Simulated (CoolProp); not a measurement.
Vapour-liquid equilibrium of dimethyl ether (1) + n-hexane (2) at 349.1 K; x and y are mole fractions of (1).

The numbers come from the multi-fluid Helmholtz-energy mixture model, Wu 2011 and Thol 2019; pair parameters Bell 2016 in CoolProp.

| x | bubble pressure (bar) | y at the bubble point | dew pressure at overall composition x (bar) | liquid density (mol/L) |
|---|---|---|---|---|
| 0.05 | 2.295 | 0.454 | 1.331 | 7.203 |
| 0.15 | 4.355 | 0.723 | 1.487 | 7.561 |
| 0.25 | 6.349 | 0.819 | 1.683 | 7.947 |
| 0.35 | 8.238 | 0.869 | 1.936 | 8.363 |
| 0.45 | 10.03 | 0.900 | 2.277 | 8.815 |
| 0.55 | 11.75 | 0.922 | 2.761 | 9.308 |
| 0.65 | 13.46 | 0.940 | 3.502 | 9.848 |
| 0.75 | 15.23 | 0.957 | 4.774 | 10.45 |
| 0.85 | 17.15 | 0.973 | 7.420 | 11.11 |
| 0.95 | 19.31 | 0.991 | 14.46 | 11.86 |

No azeotrope shows between x = 0.05 and 0.95.

The pair parameters rest on a limited set of measurements; away from them the model extrapolates. The gap from Raoult's law changes sign with composition, which may be real or a fault of the pair parameters; it wasn't checked against measurements.
